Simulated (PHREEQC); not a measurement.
**Polishing slurry liquid**

Solution (25 °C): 0.2 mol/kgw K2CO3, 0.0046 mol/kgw Al(NO3)3 and 0.00054 mol/kgw H3BO3. Closed to the air; pH follows from the charge balance.

The numbers come from PHREEQC with the ion-association model, wateq4f.dat.

Each row changes one thing in this solution. Precipitation was switched off in this run.

```csv
case,pH,ionic strength (mol/kgw),CO3-2 (mol/kgw),HCO3- (mol/kgw),CO2 (mol/kgw)
as made,10.79,0.580,0.180,0.0199,4.39e-7
0.17 mol/kgw KHCO3 added,9.79,0.751,0.181,0.189,3.96e-5
diluted 5-fold with water,10.87,0.115,0.0352,0.00478,1.10e-7
H3BO3 left out,10.80,0.581,0.181,[?],4.16e-7
temperature from 25 to 70 °C,10.43,0.574,0.174,[?],1.16e-6
Al(NO3)3 left out,11.43,0.595,[?],0.00488,2.43e-8
H3BO3 replaced by HBF4 at the same molality,10.74,0.578,0.178,0.0220,5.41e-7
Al(NO3)3 from 0.0046 to 0.00046 mol/kgw,[?],0.594,0.194,0.00593,3.61e-8
temperature from 25 to 60 °C,[?],0.576,0.176,0.0237,8.80e-7
```

Q: Complete the blanks.

A: 
- H3BO3 left out, HCO3- (mol/kgw): 0.0194
- temperature from 25 to 70 °C, HCO3- (mol/kgw): 0.0257
- Al(NO3)3 left out, CO3-2 (mol/kgw): 0.195
- Al(NO3)3 from 0.0046 to 0.00046 mol/kgw, pH: 11.35
- temperature from 25 to 60 °C, pH: 10.49

The ionic strength passes 0.7 mol/kgw, the rough limit of the ion-association models, in 0.17 mol/kgw KHCO3 added. Species that the database lacks are ignored. Some of these states are supersaturated (in Boehmite (slow to form), Gibbsite (slow to form), for instance). At this temperature some constants are extrapolated from 25 °C, and those without enthalpy data are left unchanged. Real BF4- forms and hydrolyses slowly; the run takes it at equilibrium. Fluoro complexes past AlF4- and FeF3 are missing from the database.
